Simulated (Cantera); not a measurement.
An isothermal, constant-pressure homogeneous reactor starts with H2 : O2 = 0.021 : 1 (molar parts), equivalence ratio 0.011, at 1325 K and 20.0 Torr.

Computed with Cantera and GRI-Mech 3.0 (53 species, 325 reactions). Radical loss at walls, strong at low pressure, is not modelled.

x: mole fraction; the columns are a selection and need not sum to one.

```
t (s)         x H2   x O2    x H2O2      x OH       x H
--------  --------  -----  --------  --------  --------
1.00e-5     0.0206  0.979    <1e-12  9.39e-10   2.23e-9
3.16e-5     0.0206  0.979  1.41e-12   6.15e-9   4.53e-9
0.000100    0.0206  0.979  1.39e-11   3.47e-8   1.15e-8
0.000316    0.0206  0.979  1.33e-10   4.59e-7   1.14e-7
0.00100     0.0197  0.979   4.22e-9  0.000390   9.73e-5
0.00316   0.000162  0.961   5.55e-8   0.00218   0.00123
0.0100    0.000135  0.964   5.34e-8   0.00200  0.000948
0.0316     8.54e-5  0.970   4.81e-8   0.00160  0.000467
0.100      3.04e-5  0.976   3.43e-8  0.000957   9.64e-5
0.316          [?]  0.978       [?]       [?]       [?]
1.00       8.66e-7  0.979   4.90e-9  0.000163   4.61e-7
3.16       1.45e-7  0.979   1.25e-9   6.68e-5   3.17e-8
10.0           [?]  0.979  3.71e-10       [?]       [?]
```

### Question
What belongs in the gaps?

### Answer

- 0.316, x H2: 5.81e-6
- 0.316, x H2O2: 1.60e-8
- 0.316, x OH: 0.000420
- 0.316, x H: 7.99e-6
- 10.0, x H2: 3.35e-8
- 10.0, x OH: 3.22e-5
- 10.0, x H: 3.55e-9
